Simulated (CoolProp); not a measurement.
C3F8 (R218) along the isotherm 331.6 K: density (kg/m³) from the reference equation and from simpler models built on Tc = 345.0 K, pc = 26.40 bar, ω = 0.317; each cubic takes its own stable root.

Values from CoolProp's reference Helmholtz-energy equation of state, Lemmon 2006. It is a short technical equation, of lower accuracy than the large ones.

```
p (bar)   phase  reference
-------  ------  ---------
0.632       gas      4.349
0.928       gas      6.414
1.36        gas      9.460
2           gas      14.05
2.94        gas      20.96
4.31        gas      31.44
6.32        gas      47.81
9.28        gas      74.69
13.6        gas      123.1
29.4     liquid       1123
43.1     liquid       1176
63.2     liquid       1226
92.8     liquid       1277
136      liquid       1330
200      liquid       1386
```

### Question
How far does each simpler model (van der Waals, Redlich-Kwong, Soave-Redlich-Kwong, Peng-Robinson) lie from the reference over these 15 states: mean and median of the absolute difference, and the worst?

### Answer
- van der Waals: mean 12.3 %, median 2.7 %, worst -34.1 % at 331.6 K and 29.4 bar
- Redlich-Kwong: mean 3.5 %, median 0.4 %, worst -16.3 % at 331.6 K and 29.4 bar
- Soave-Redlich-Kwong: mean 2.8 %, median 0.2 %, worst -13.2 % at 331.6 K and 29.4 bar
- Peng-Robinson: mean 2.5 %, median 1.2 %, worst +9.9 % at 331.6 K and 200 bar
